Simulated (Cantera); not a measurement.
What does this Cantera script print?

```python
import numpy as np
import cantera as ct

gas_names = """
    AL ALN AL2 N N2
""".split()
cond_names = """
    AL(cr) AL(L) ALN(s)
""".split()


# ... load() reads the species with a 1 bar reference pressure and builds the phases ...
atoms = {
    'AlN': {'AL': 1, 'N': 1},
    'N2': {'N': 2},
}
top_T = {'ALN(s)': 2750}  # K; cautious upper limits of use, not melting points


# ... equilibrate(T, P, feed) seeds the gas with the atoms and calls Mixture.equilibrate('TP', solver="vcs", rtol=1e-11, max_steps=5000) ...
results = []
feed = {'AlN': 1, 'N2': 0.19}  # mol
T = 2273.15  # K
for P in [1, 4.6, 22, 100, 460, 2200, 10000, 46000, 220000, 1000000]:
    mix = equilibrate(T, P, feed)
    results.append((T, P, feed, dict(zip(mix.species_names, mix.species_moles))))

top = {s: max(r[3][s] / sum(r[3][g] for g in gas_names) for r in results) for s in gas_names}
cols = sorted((s for s in top if top[s] > 0.001), key=lambda s: -top[s])[:8]
seen = [c for c in cond_names if any(r[3].get(c, 0) > 1e-12 for r in results)]
print("log10 of partial pressures in bar; condensed amounts in mol")
print(f"{'P/Pa':>10s}" + "".join(f"{s[:9]:>10s}" for s in cols + seen))
for T, P, feed, n in results:
    ng = sum(n[g] for g in gas_names)
    print(f"{P:10.4g}" + "".join(f"{np.log10(max(n[s] / ng * P / 1e5, 1e-99)):10.3f}" for s in cols)
          + "".join(f"{n.get(c, 0):10.4g}" for c in seen))
```

Result:

```
log10 of partial pressures in bar; condensed amounts in mol
      P/Pa        N2        AL    ALN(s)
         1    -5.389    -5.228         0
       4.6    -4.726    -4.565         0
        22    -4.047    -3.885         0
       100    -3.389    -3.228         0
       460    -2.726    -2.565         0
      2200    -2.046    -1.886         0
     1e+04    -1.028    -2.199    0.9867
   4.6e+04    -0.340    -2.543    0.9988
   2.2e+05     0.342    -2.885    0.9999
     1e+06     1.000    -3.213         1
```

These are equilibrium values from Cantera (NASA tables, ideal gas, pure condensed phases), not measurements of a reactor.
